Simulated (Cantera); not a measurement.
A closed system holds: 1 mol B, 0.63 mol O₂, 17 mol N₂, at 278 Torr.

These are equilibrium values from Cantera (NASA tables, ideal gas, pure condensed phases), not measurements of a reactor. Candidate condensed phases: B, BN, B₂O₃; 17 gas species. Mutual solubility and eutectic melting of coexisting phases are not modelled. Equilibrium is a limit: real reactors are often held back by kinetics, nucleation or transport.

Q: Which condensed phases are stable at each of these points (T (K)): 1598, 1648, 1698, 1748, 1798, 1848, 1898, 1948, 1998?

A: 
```json
[
 {"T (K)": "1598", "condensed phases": "BN(s) + B₂O₃(l)", "B condensed (%)": "98.7"},
 {"T (K)": "1648", "condensed phases": "BN(s) + B₂O₃(l)", "B condensed (%)": "96.8"},
 {"T (K)": "1698", "condensed phases": "BN(s) + B₂O₃(l)", "B condensed (%)": "92.7"},
 {"T (K)": "1748", "condensed phases": "BN(s) + B₂O₃(l)", "B condensed (%)": "84.2"},
 {"T (K)": "1798", "condensed phases": "BN(s) + B₂O₃(l)", "B condensed (%)": "66.9"},
 {"T (K)": "1848", "condensed phases": "BN(s) + B₂O₃(l)", "B condensed (%)": "32.8"},
 {"T (K)": "1898", "condensed phases": "BN(s)", "B condensed (%)": "12.3"},
 {"T (K)": "1948", "condensed phases": "BN(s)", "B condensed (%)": "10.5"},
 {"T (K)": "1998", "condensed phases": "BN(s)", "B condensed (%)": "7.9"}
]
```

From 1598 K to 1848 K the condensed part is BN(s) + B₂O₃(l). From 1898 K to 1998 K the condensed part is BN(s).
